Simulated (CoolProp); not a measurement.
CHF3 (R23) along the isobar 275 bar: fugacity coefficient from the reference equation and from simpler models built on Tc = 299.3 K, pc = 48.32 bar, ω = 0.263; each cubic takes its own stable root.

The numbers come from the reference Helmholtz-energy equation of state, Penoncello 2003 in CoolProp.

| T (K) | phase | reference |
|---|---|---|
| 147.4 | liquid | 0.0003130 |
| 158.9 | liquid | 0.0009060 |
| 170.4 | liquid | 0.002214 |
| 181.9 | liquid | 0.004724 |
| 193.4 | liquid | 0.009034 |
| 204.9 | liquid | 0.01579 |
| 216.4 | liquid | 0.02563 |
| 227.9 | liquid | 0.03909 |
| 239.4 | liquid | 0.05656 |
| 250.9 | liquid | 0.07826 |
| 262.4 | liquid | 0.1042 |
| 273.9 | liquid | 0.1342 |
| 285.4 | liquid | 0.1680 |
| 296.9 | liquid | 0.2049 |
| 308.4 | supercritical | 0.2446 |
| 319.9 | supercritical | 0.2862 |

Question: How far does each simpler model (van der Waals, Redlich-Kwong, Soave-Redlich-Kwong, Peng-Robinson) lie from the reference over these 16 states: mean and median of the absolute difference, and the worst?

Answer: 
- van der Waals: mean 1054.5 %, median 237.2 %, worst +7277.0 % at 147.4 K and 275 bar
- Redlich-Kwong: mean 78.7 %, median 56.8 %, worst +226.8 % at 147.4 K and 275 bar
- Soave-Redlich-Kwong: mean 15.4 %, median 16.2 %, worst +17.1 % at 285.4 K and 275 bar
- Peng-Robinson: mean 4.4 %, median 4.3 %, worst +7.1 % at 147.4 K and 275 bar
